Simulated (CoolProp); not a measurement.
c-C4F8 (RC318) along the isobar 0.479 MPa: density (kg/m³) from the reference equation and from simpler models built on Tc = 388.4 K, pc = 2.778 MPa, ω = 0.355; each cubic takes its own stable root.

Computed with CoolProp (reference Helmholtz-energy equation of state, Platzer 1990). This equation is an older, rougher fit; its heat capacities, sound speeds and derivatives of the liquid may be far off and weren't checked against measurements.

| T (K) | phase | reference |
|---|---|---|
| 275.7 | liquid | 1586 |
| 290.5 | liquid | 1530 |
| 305.3 | liquid | 1470 |
| 320 | gas | 41.13 |
| 334.8 | gas | 38.42 |
| 349.5 | gas | 36.16 |
| 364.3 | gas | 34.21 |
| 379 | gas | 32.52 |
| 393.8 | gas | 31.01 |
| 408.5 | gas | 29.67 |
| 423.3 | gas | 28.45 |
| 438 | gas | 27.35 |
| 452.8 | gas | 26.33 |
| 467.6 | gas | 25.39 |

Q: How far does each simpler model (van der Waals, Redlich-Kwong, Soave-Redlich-Kwong, Peng-Robinson) lie from the reference over these 14 states: mean and median of the absolute difference, and the worst?

A: 
- van der Waals: mean 21.7 %, median 1.1 %, worst -97.1 % at 305.3 K and 0.479 MPa
- Redlich-Kwong: mean 9.0 %, median 0.5 %, worst -97.1 % at 305.3 K and 0.479 MPa
- Soave-Redlich-Kwong: mean 1.4 %, median 0.2 %, worst -6.9 % at 305.3 K and 0.479 MPa
- Peng-Robinson: mean 2.0 %, median 0.9 %, worst +6.7 % at 275.7 K and 0.479 MPa

At some of these states van der Waals, Redlich-Kwong gives the other phase, because its saturation line lies elsewhere.
